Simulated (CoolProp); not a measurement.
Sulfur hexafluoride along the isobar 4.23 MPa: Z from the reference equation and from simpler models built on Tc = 318.7 K, pc = 3.755 MPa, ω = 0.210; each cubic takes its own stable root.

The numbers come from the reference Helmholtz-energy equation of state, Guder 2009 in CoolProp.

```tsv
T (K)	phase	reference
250.9	liquid	0.1713
277.3	liquid	0.1705
303.7	liquid	0.1811
330.1	supercritical	0.4833
356.6	supercritical	0.6913
383	supercritical	0.7820
409.4	supercritical	0.8389
435.8	supercritical	0.8786
462.3	supercritical	0.9077
```

Question: How far does each simpler model (van der Waals, Redlich-Kwong, Soave-Redlich-Kwong, Peng-Robinson) lie from the reference over these 9 states: mean and median of the absolute difference, and the worst?

Answer: 
- van der Waals: mean 20.4 %, median 4.8 %, worst +51.6 % at 250.9 K and 4.23 MPa
- Redlich-Kwong: mean 6.0 %, median 3.2 %, worst +16.3 % at 303.7 K and 4.23 MPa
- Soave-Redlich-Kwong: mean 3.6 %, median 1.0 %, worst +13.4 % at 303.7 K and 4.23 MPa
- Peng-Robinson: mean 3.2 %, median 2.8 %, worst -7.2 % at 250.9 K and 4.23 MPa
